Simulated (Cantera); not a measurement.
An isothermal, constant-pressure homogeneous reactor starts with CH4 : CO2 = 1 : 1.1 (molar parts), at 1525 K and 345 Torr. Integrator tolerance rtol = 1e-08.

Computed with Cantera and GRI-Mech 3.0 (53 species, 325 reactions).

Question: What does this change do: CO2 1.1 to 7.8 parts?

Answer: 
```tsv
quantity	before	after
x(CH4) at 1.00 s	0.100 (gas-phase equilibrium 2.05e-6)	0.0207 (gas-phase equilibrium 8.26e-11)
x(CO2) at 1.00 s	0.185 (gas-phase equilibrium 0.00696)	0.678 (gas-phase equilibrium 0.482)
x(O) at 1.00 s	3.69e-12 (gas-phase equilibrium 1.22e-12)	1.24e-11 (gas-phase equilibrium 1.28e-10)
x(CH3) at 1.00 s	0.000118 (gas-phase equilibrium 2.12e-9)	7.35e-5 (gas-phase equilibrium <1e-12)
x(CO) at 1.00 s	0.213 (gas-phase equilibrium 0.505)	0.137 (gas-phase equilibrium 0.333)
x(HCO) at 1.00 s	2.11e-9 (gas-phase equilibrium 8.18e-9)	2.16e-9 (gas-phase equilibrium 1.53e-9)
x(H2O) at 1.00 s	0.193 (gas-phase equilibrium 0.0174)	0.115 (gas-phase equilibrium 0.147)
```

Question: What does this change do: CO2 1.1 to 3.9 parts?

Answer: 
| quantity | before | after |
|---|---|---|
| x(CH4) at 1.00 s | 0.100 (gas-phase equilibrium 2.05e-6) | 0.0396 (gas-phase equilibrium 3.02e-9) |
| x(CO2) at 1.00 s | 0.185 (gas-phase equilibrium 0.00696) | 0.499 (gas-phase equilibrium 0.249) |
| x(O) at 1.00 s | 3.69e-12 (gas-phase equilibrium 1.22e-12) | 9.40e-12 (gas-phase equilibrium 4.76e-11) |
| x(CH3) at 1.00 s | 0.000118 (gas-phase equilibrium 2.12e-9) | 9.48e-5 (gas-phase equilibrium 6.25e-12) |
| x(CO) at 1.00 s | 0.213 (gas-phase equilibrium 0.505) | 0.194 (gas-phase equilibrium 0.461) |
| x(HCO) at 1.00 s | 2.11e-9 (gas-phase equilibrium 8.18e-9) | 2.34e-9 (gas-phase equilibrium 3.75e-9) |
| x(H2O) at 1.00 s | 0.193 (gas-phase equilibrium 0.0174) | 0.167 (gas-phase equilibrium 0.172) |

Question: What does this change do: pressure from 345 Torr to 750 Torr?

Answer: 
```
quantity                                             before                                    after
----------------  -----------------------------------------  ---------------------------------------
x(CH4) at 1.00 s      0.100 (gas-phase equilibrium 2.05e-6)   0.0669 (gas-phase equilibrium 9.67e-6)
x(CO2) at 1.00 s      0.185 (gas-phase equilibrium 0.00696)    0.136 (gas-phase equilibrium 0.00696)
x(O) at 1.00 s    3.69e-12 (gas-phase equilibrium 1.22e-12)  2.23e-12 (gas-phase equilibrium <1e-12)
x(CH3) at 1.00 s   0.000118 (gas-phase equilibrium 2.12e-9)  6.35e-5 (gas-phase equilibrium 6.80e-9)
x(CO) at 1.00 s         0.213 (gas-phase equilibrium 0.505)      0.257 (gas-phase equilibrium 0.505)
x(HCO) at 1.00 s    2.11e-9 (gas-phase equilibrium 8.18e-9)  3.75e-9 (gas-phase equilibrium 1.21e-8)
x(H2O) at 1.00 s       0.193 (gas-phase equilibrium 0.0174)     0.217 (gas-phase equilibrium 0.0174)
```
